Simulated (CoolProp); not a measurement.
Model: reference Helmholtz-energy equation of state, Lemmon 2006, in CoolProp. It is a short technical equation, of lower accuracy than the large ones.

**Question.** For acetone, give the phase and the cp (kJ/(kg K)), cv (kJ/(kg K)) at 385 K and 0.363 MPa; 550 K and 0.363 MPa.

**Answer.** 
- 385 K and 0.363 MPa: gas; cp 1.81, cv 1.55
- 550 K and 0.363 MPa: gas; cp 2.02, cv 1.86
